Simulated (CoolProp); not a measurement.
Saturation properties of propylene.

Computed with CoolProp (reference Helmholtz-energy equation of state, Lemmon 2013).

| T (°C) | p (MPa) | liquid density (kg/m³) | enthalpy of vaporisation (kJ/kg) |
|---|---|---|---|
| -87.45 | 0.01054 | 657.3 | 480.0 |
| -82.55 | 0.01477 | 651.7 | ___ |
| -77.75 | ___ | 646.1 | ___ |
| -72.85 | 0.02724 | 640.4 | 465.5 |
| -68.05 | 0.03598 | 634.8 | 460.6 |
| -63.15 | 0.04710 | 628.9 | 455.5 |
| -58.25 | ___ | 623.1 | 450.4 |
| -53.45 | 0.07711 | 617.2 | ___ |
| -48.55 | ___ | 611.2 | 439.9 |

Task: Complete the blanks.

Result: 
- -82.55, enthalpy of vaporisation (kJ/kg): 475.2
- -77.75, p (MPa): 0.02017
- -77.75, enthalpy of vaporisation (kJ/kg): 470.4
- -58.25, p (MPa): 0.06080
- -53.45, enthalpy of vaporisation (kJ/kg): 445.3
- -48.55, p (MPa): 0.09711

It boils at -47.6 °C under 1 atm.
